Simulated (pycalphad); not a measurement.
An equivalent pycalphad script:

```python
from pycalphad import Database, equilibrium, calculate, variables as v
import numpy as np
db = Database('COST507.tdb')
comps = ['AL', 'MG', 'SI', 'VA']
phases = ['ALMG_BETA', 'ALMG_EPS', 'ALMG_GAMMA', 'DIAMOND_A4', 'FCC_A1', 'HCP_A3', 'LIQUID', 'MG2SI']
eq = equilibrium(db, comps, phases, {v.X('MG'): 0.0828, v.X('SI'): 0.0104, v.T: np.arange(1650, 349, -25), v.P: 101325, v.N: 1}, output=['HM', 'SM'])
```

CALPHAD calculation (pycalphad, COST 507 light-alloy database (1999)), 1 atm. No gas phase is included, though pure Mg would boil below 1650 K. These are 1990s assessments: newer ones move some temperatures and phases. Amounts are mole fractions of atoms. Kinetics are ignored, which matters at the lower temperatures.

Results at three of the temperatures:

```
T = 1300.00 K, P = 101325 Pa, N = 1 mol of atoms
G = -70114 J/mol, H = 39861 J/mol, S = 84.60 J/(mol K)  (SER reference)
chemical potentials (J/mol): Al -67087, Mg -99724, Si -98317
phase             fraction      x(Al)      x(Mg)      x(Si)
LIQUID              1.0000     0.9068     0.0828     0.0104
```

```
T = 700.00 K, P = 101325 Pa, N = 1 mol of atoms
G = -26633 J/mol, H = 10645 J/mol, S = 53.25 J/(mol K)  (SER reference)
chemical potentials (J/mol): Al -25217, Mg -38593, Si -54826
phase             fraction      x(Al)      x(Mg)      x(Si)
FCC_A1              0.9688     0.9360     0.0640   6.43e-06
MG2SI               0.0312       none     0.6667     0.3333
```

```
T = 375.00 K, P = 101325 Pa, N = 1 mol of atoms
G = -11967 J/mol, H = 1209 J/mol, S = 35.14 J/(mol K)  (SER reference)
chemical potentials (J/mol): Al -10882, Mg -18026, Si -58317
phase             fraction      x(Al)      x(Mg)      x(Si)
FCC_A1              0.8413     0.9852     0.0148   2.31e-13
ALMG_BETA           0.1275     0.6114     0.3886       none
MG2SI               0.0312       none     0.6667     0.3333
```

Changes of the phase set, refined by bisection:

```tsv
T (K)	phases above	phases below
890.5	liquid	fcc + liquid
860.4	fcc + liquid	fcc + liquid + MG2SI
833.1	fcc + liquid + MG2SI	fcc + MG2SI
545.8	fcc + MG2SI	ALMG_BETA + fcc + MG2SI
```

Database names, with the compositions (at.%) that they take in these runs: MG2SI: Mg 67 Si 33; ALMG_BETA: Al 61 Mg 39. FCC_A1 is fcc. An entry "none" or "no" means that the model of the phase leaves that element out.
